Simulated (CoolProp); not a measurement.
Saturation properties of C2F6 (R116) (Tc = 293.0 K, pc = 3048 kPa, ω = 0.257).

Computed with CoolProp (reference Helmholtz-energy equation of state, Lemmon 2006). It is a short technical equation, of lower accuracy than the large ones.

```tsv
T (K)	p (kPa)	liquid cp (kJ/(kg K))	liquid viscosity (µPa s)	vapour viscosity (µPa s)	liquid conductivity (mW/(m K))
207.3	187.2	0.9746	340	9.67	71.2
214.5	258.7	0.9964	301	9.99	68.4
221.7	349.4	1.020	267	10.3	65.5
228.9	___	1.048	237	10.6	62.7
236.1	___	1.079	210	11.0	59.9
243.3	766.6	1.116	186	11.4	57.0
250.5	965.1	1.161	164	11.8	54.1
257.7	___	1.219	144	12.4	51.1
264.9	___	1.299	125	13.1	___
272.1	1793	1.423	___	14.1	44.8
279.3	2164	1.657	89.2	15.6	41.5
```

Problem. Fill in the missing entries.

Solution. 
- 228.9, p (kPa): 462.1
- 236.1, p (kPa): 600.1
- 257.7, p (kPa): 1199
- 264.9, p (kPa): 1474
- 264.9, liquid conductivity (mW/(m K)): 48.0
- 272.1, liquid viscosity (µPa s): 107

It boils at 195.1 K under 1 atm.

Viscosity comes from a separate model (Huber 2003), an estimate that may be off by 10 % or more. Thermal conductivity comes from a separate model (Huber 2003), an estimate that may be off by 10 % or more.
